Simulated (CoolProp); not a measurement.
R236FA along the isobar 114 bar: density (kg/m³) from the reference equation and from simpler models built on Tc = 398.1 K, pc = 31.91 bar, ω = 0.377; each cubic takes its own stable root.

The numbers come from the reference Helmholtz-energy equation of state, Pan 2012 in CoolProp.

| T (K) | phase | reference |
|---|---|---|
| 331.1 | liquid | 1311 |
| 341 | liquid | 1280 |
| 350.8 | liquid | 1249 |
| 360.7 | liquid | 1216 |
| 370.5 | liquid | 1183 |
| 380.3 | liquid | 1148 |
| 390.2 | liquid | 1111 |
| 400 | supercritical | 1074 |

**Question.** How far does each simpler model (Redlich-Kwong, Peng-Robinson) lie from the reference over these 8 states: mean and median of the absolute difference, and the worst?

**Answer.** 
- Redlich-Kwong: mean 11.1 %, median 11.2 %, worst -11.4 % at 331.1 K and 114 bar
- Peng-Robinson: mean 1.9 %, median 2.0 %, worst +3.3 % at 331.1 K and 114 bar
